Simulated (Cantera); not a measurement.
A closed system holds: 1 mol CH3SiCl3, 1.4 mol HCl, 3.7 mol H2, held at 2075 K and 0.133 bar.

Cantera equilibrium calculation (NASA polynomials, part measured and part estimated; ideal gas, pure solids and liquids). Candidate condensed phases: C, C6H6, C7H8, C8H18, Si, SiC; 109 gas species. The feed counts by its element totals alone. The tables' values for SiCl3, SiCl are old estimates; treat these amounts as uncertain. Rates play no part.

Base state: H2 0.512, HCl 0.422, SiCl2 0.0547, H 0.00522, Cl 0.00317, SiCl3 0.00210, C2H2 (acetylene) 0.000635, SiCl 0.000247 (mole fractions); condensed: C(graphite) + SiC(s).

What changes in the equilibrium state with this change: temperature from 2075 K to 1523.15 K?


```tsv
species	before	after
H2	0.512	0.503
HCl	0.422	0.470
SiCl2	0.0547	0.0114
Si	5.47e-5	1.08e-9
SiCl	0.000247	1.57e-7
H	0.00522	4.50e-5
C(graphite), mol	0.455	0.221
SiC(s), mol	0.534	0.778
```
The tables' values for SiCl3 are old estimates; treat these amounts as uncertain.

What changes in the equilibrium state with this change: CH3SiCl3 replaced by SiH4?


```
species             before    after
----------------  --------  -------
H2                   0.512    0.834
HCl                  0.422    0.119
SiCl2               0.0547   0.0374
C2H2 (acetylene)  0.000635        0
CH4                1.22e-5        0
SiCl4              8.30e-5  2.77e-6
C(graphite), mol     0.455        0
SiC(s), mol          0.534        0
Si(l), mol               0    0.718
```
The tables' values for SiCl, SiCl3 are old estimates; treat these amounts as uncertain. Gases not in the tables: Si2H6 and higher silanes.
